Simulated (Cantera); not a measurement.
## Ignition delay

Mixture: CO : H2 : CH4 : O2 : N2 = 1 : 0.1 : 0.23 : 1.6 : 4.47 (molar parts), at 6.80 bar, adiabatic and at constant pressure. Ignition delay is the time to a rise of 400 K.

Computed with Cantera and GRI-Mech 3.0 (53 species, 325 reactions).

| T0 (K) | delay (ms) |
|---|---|
| 1100 | 0.969 |
| 1150 | 0.485 |
| 1200 | 0.278 |
| 1250 | 0.173 |
| 1300 | 0.114 |
| 1350 | 0.0778 |
| 1400 | 0.0549 |

```
Property                                                Result
--------------------------------------------------  ----------
apparent activation energy between 1300 and 1400 K  110 kJ/mol
```
